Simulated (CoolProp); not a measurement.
The fluid at 298.15 K and 3.53 MPa flows at 0.94 m/s in a round tube of 50 mm bore and 0.25 µm roughness, fully developed (64/Re and Nu = 3.66 if laminar; Colebrook and Gnielinski if turbulent). The same conditions are run with several fluids, on thermodynamics alone (safety and materials aside).

Computed with CoolProp (reference Helmholtz-energy equation of state of each fluid (sulfur hexafluoride: Guder 2009; n-heptane: Span 2003; benzene: Thol 2012; R407C: Lemmon 2003; water: Wagner 2002)). Blends and air are pseudo-pure fits.

Task: Rank sulfur hexafluoride, n-heptane, benzene, R407C, water by Reynolds number, highest first.

Result: sulfur hexafluoride (511000), R407C (341000), n-heptane (79300), benzene (66400), water (52800)

```tsv
fluid	Darcy friction factor	pressure drop (Pa/m)	heat-transfer coefficient (W/(m² K))	mass flow (kg/h)
sulfur hexafluoride	0.0132	161	1710	9210
n-heptane	0.0189	114	1240	4540
benzene	0.0197	152	1240	5820
R407C	0.0142	145	1890	7670
water	0.0207	182	3950	6640
```

Transport values come from each fluid's own correlations.
